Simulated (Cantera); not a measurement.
A closed system holds: 1 mol Al(CH₃)₃, 16 mol H₂O, 6 mol H₂, held at 1823.15 K and 27.0 Pa.

Cantera equilibrium calculation (NASA polynomials, part measured and part estimated; ideal gas, pure solids and liquids). Candidate condensed phases: Al, Al₂O₃, C, C₆H₆, C₇H₈, C₈H₁₈, H₂O; 121 gas species. The feed counts by its element totals alone. The numbers say what is thermodynamically allowed, not how fast it happens.

Base state: H₂ 0.510, H₂O 0.369, CO 0.0850, H 0.0189, CO₂ 0.0157, OH 0.000950, O 2.70e-5 (mole fractions); condensed: Al₂O₃(s).

Q: What changes in the equilibrium state with this change: Al(CH₃)₃ replaced by AlCl₃?

A: 
| species | before | after |
|---|---|---|
| H₂O | 0.369 | 0.608 |
| H₂ | 0.510 | 0.250 |
| HCl | 0 | 0.121 |
| CO | 0.0850 | 0 |
| CO₂ | 0.0157 | 0 |
| H | 0.0189 | 0.0132 |
| Cl | 0 | 0.00489 |
| O₂ | 8.62e-6 | 9.74e-5 |
| O | 2.70e-5 | 9.07e-5 |
| OH | 0.000950 | 0.00224 |
| Al₂O₃(s), mol | 0.500 | 0.500 |
Further candidate phases: AlCl₃.
